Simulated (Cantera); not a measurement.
Input (Python, Cantera):

```python
import numpy as np
import cantera as ct

gas = ct.Solution("gri30.yaml")
gas.TPX = 1825, 2300, {'C2H6': 1, 'N2': 31}
reactor = ct.IdealGasConstPressureReactor(gas, energy="off", clone=False)
net = ct.ReactorNet([reactor])
net.rtol, net.atol = 1e-08, 1e-18
show = ['C2H6', 'C2H', 'CH3', 'CH2', 'H2', 'H']
times = np.geomspace(0.0003, 100, 9)

steps = ct.SolutionArray(gas, extra=["t"])
rows = []
print(f"{'t/s':>10s}{'T/K':>9s}{'P/Pa':>11s}" + "".join(f"{s:>11s}" for s in show))
for t in times:
    while net.time < t:
        t_next = net.step()
        steps.append(gas.state, t=t_next)
    rows.append([np.interp(t, steps.t, y) for y in (steps.T, steps.P, *steps(*show).X.T)])
    print(f"{t:10.3e}{rows[-1][0]:9.1f}{rows[-1][1]:11.4g}" + "".join(f"{x:11.3e}" for x in rows[-1][2:]))
rate = np.gradient(steps.T, steps.t)
print("integrator steps:", len(steps.t))
if steps.T.max() > steps.T[0] + 200:
    print(f"time of steepest temperature rise: {steps.t[rate.argmax()]:.4e} s")
gas.TPX = 1825, 2300, {'C2H6': 1, 'N2': 31}
gas.equilibrate("TP")
print(f"equilibrium (TP): T = {gas.T:.1f} K  " + "  ".join(f"{s} {gas[s].X[0]:.3e}" for s in show))
```

Result:

```
       t/s      T/K       P/Pa       C2H6        C2H        CH3        CH2         H2          H
 3.000e-04   1825.0       2300  3.177e-03  4.044e-06  1.785e-02  1.379e-04  1.696e-02  2.100e-03
 1.471e-03   1825.0       2300  1.096e-05  5.830e-06  2.481e-03  3.321e-05  4.544e-02  1.196e-03
 7.208e-03   1825.0       2300  1.248e-06  2.752e-06  7.427e-04  6.729e-06  5.223e-02  5.470e-04
 3.533e-02   1825.0       2300  2.388e-07  1.754e-06  3.049e-04  1.996e-06  5.483e-02  3.531e-04
 1.732e-01   1825.0       2300  4.341e-08  1.883e-06  1.313e-04  9.594e-07  5.707e-02  3.837e-04
 8.490e-01   1825.0       2300  1.563e-09  2.748e-06  2.654e-05  2.905e-07  5.830e-02  5.636e-04
 4.162e+00   1825.0       2300  1.012e-11  3.408e-06  2.197e-06  3.007e-08  5.844e-02  6.995e-04
 2.040e+01   1825.0       2300  4.105e-13  3.444e-06  2.049e-07  2.844e-09  5.845e-02  7.070e-04
 1.000e+02   1825.0       2300  4.076e-13  3.444e-06  2.016e-07  2.797e-09  5.845e-02  7.071e-04
integrator steps: 1487
equilibrium (TP): T = 1825.0 K  C2H6 2.497e-13  C2H 7.286e-07  CH3 2.992e-07  CH2 4.154e-09  H2 5.845e-02  H 7.071e-04
```

Model: GRI-Mech 3.0 (53 species, 325 reactions), integrated in Cantera. GRI-Mech 3.0 stops at C3 and has no aromatics, soot or wall deposition, so with more carbon than oxygen in the feed, carbon stays in small species such as C2H2 where larger ones or solid carbon would form. Radical loss at walls, strong at low pressure, is not modelled.
